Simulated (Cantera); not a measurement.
Feed: 1 mol PbO, 0.012 mol H₂O, 0.27 mol O₂, equilibrated at 93000 Pa.

These are equilibrium values from Cantera (NASA tables, ideal gas, pure condensed phases), not measurements of a reactor. Candidate condensed phases: H₂O, Pb, PbO, PbO₂, Pb₃O₄; 12 gas species. Gases not in the tables: (PbO)n polymers. Rates play no part.

Question: Which condensed phases are stable at each of these points (T (K)): 1000, 1050, 1100, 1150, 1200, 1250, 1300, 1350, 1400, 1450, 1500, 1550, 1600?

Answer: 
```json
[
 {"T (K)": "1000", "condensed phases": "PbO(yellow)", "Pb condensed (%)": "100.0"},
 {"T (K)": "1050", "condensed phases": "PbO(yellow)", "Pb condensed (%)": "100.0"},
 {"T (K)": "1100", "condensed phases": "PbO(yellow)", "Pb condensed (%)": "100.0"},
 {"T (K)": "1150", "condensed phases": "PbO(yellow)", "Pb condensed (%)": "100.0"},
 {"T (K)": "1200", "condensed phases": "PbO(l)", "Pb condensed (%)": "100.0"},
 {"T (K)": "1250", "condensed phases": "PbO(l)", "Pb condensed (%)": "100.0"},
 {"T (K)": "1300", "condensed phases": "PbO(l)", "Pb condensed (%)": "100.0"},
 {"T (K)": "1350", "condensed phases": "PbO(l)", "Pb condensed (%)": "100.0"},
 {"T (K)": "1400", "condensed phases": "PbO(l)", "Pb condensed (%)": "99.9"},
 {"T (K)": "1450", "condensed phases": "PbO(l)", "Pb condensed (%)": "99.9"},
 {"T (K)": "1500", "condensed phases": "PbO(l)", "Pb condensed (%)": "99.7"},
 {"T (K)": "1550", "condensed phases": "PbO(l)", "Pb condensed (%)": "99.5"},
 {"T (K)": "1600", "condensed phases": "PbO(l)", "Pb condensed (%)": "99.1"}
]
```

From 1000 K to 1150 K the condensed part is PbO(yellow). From 1200 K to 1600 K the condensed part is PbO(l).
